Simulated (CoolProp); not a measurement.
Computed with CoolProp (reference Helmholtz-energy equation of state, Guder 2009).

Problem. Give the vapour pressure (MPa), vapour density (kg/m³), enthalpy of vaporisation (kJ/kg), vapour viscosity (µPa s) of saturated sulfur hexafluoride at -4.75, 33.55 °C.

Solution. 
```json
[
 {"T (°C)": "-4.75", "p (MPa)": "1.10", "vapour density (kg/m³)": "90.8", "enthalpy of vaporisation (kJ/kg)": "87.3", "vapour viscosity (µPa s)": "14.6"},
 {"T (°C)": "33.55", "p (MPa)": "2.88", "vapour density (kg/m³)": "302", "enthalpy of vaporisation (kJ/kg)": "49.8", "vapour viscosity (µPa s)": "19.9"}
]
```

Viscosity comes from a separate model (Quiñones-Cisneros 2012).
